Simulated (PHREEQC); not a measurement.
Solution (80 °C): 56 mmol/kgw HCl, 2.4 mmol/kgw ZnSO4 and 3.9 mmol/kgw NiSO4. Closed to the air; pH follows from the charge balance.

The numbers come from PHREEQC with the ion-association model, wateq4f.dat.

Task: The ionic strength comes out as 0.0676 mol/kgw. What activity coefficients do Ni+2, Zn+2, SO4-2, HSO4-, ZnCl3- get?

Result: Ni+2 0.38, Zn+2 0.41, SO4-2 0.38, HSO4- 0.78, ZnCl3- 0.78.

This is a speciation only: nothing precipitates in the calculation. Away from 25 °C the constants follow the database's enthalpies or fits; those with neither stay at their 25 °C values.
